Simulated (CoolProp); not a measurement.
Vapour-liquid equilibrium of p-xylene (1) + n-undecane (2) at 0.223 MPa; x and y are mole fractions of (1).

Values from CoolProp's multi-fluid Helmholtz-energy mixture model, Zhou 2012 and Aleksandrov 2011; pair parameters Bell 2016.

Q: Give the bubble temperature and the first vapour's composition at x = 0.2, 0.275, 0.875. Is there an azeotrope?

A: x = 0.2: 214.2 °C, y = 0.418; x = 0.275: 208.6 °C, y = 0.531; x = 0.875: 175.4 °C, y = 0.964. No azeotrope shows between x = 0.05 and 0.95.

The pair parameters rest on a limited set of measurements; away from them the model extrapolates.
